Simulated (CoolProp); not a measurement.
The numbers come from the reference Helmholtz-energy equation of state, Gao 2022 in CoolProp.

Problem. For n-perfluorohexane, give the phase and the Z, cv (kJ/(kg K)), Joule-Thomson coefficient (K/MPa), isothermal compressibility (1/MPa) at 450 K and 373 kPa; 450 K and 1490 kPa; 450 K and 2050 kPa.

Solution. 
- 450 K and 373 kPa: gas; Z 0.922, cv 0.988, Joule-Thomson coefficient 8.83, isothermal compressibility 2.92
- 450 K and 1490 kPa: gas; Z 0.581, cv 1.03, Joule-Thomson coefficient 19.1, isothermal compressibility 1.50
- 450 K and 2050 kPa: supercritical; Z 0.201, cv 1.06, Joule-Thomson coefficient 5.94, isothermal compressibility 0.377
